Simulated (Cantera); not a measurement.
Thermodynamics of carbon deposition, reforming and gasification, feed CO + H₂O + N₂

Charge: 1 mol CO, 2.8 mol H₂O, 2.2 mol N₂, equilibrated at 2375 K and 0.890 bar.

These are equilibrium values from Cantera (NASA tables, ideal gas, pure condensed phases), not measurements of a reactor. Candidate condensed phases: C, C₆H₆, C₇H₈, C₈H₁₈, H₂O; 136 gas species. Equilibrium is a limit: real reactors are often held back by kinetics, nucleation or transport.

- x(H₂O) = 0.383
- x(N₂) = 0.365
- x(CO) = 0.0896
- x(H₂) = 0.0772
- x(CO₂) = 0.0763
- x(H) = 0.00415
- x(OH) = 0.00367
- x(NO) = 0.000448
- x(O₂) = 0.000274
- gas amount = 6.027 mol
- log10 activity of C(graphite) (absent) = -6.27
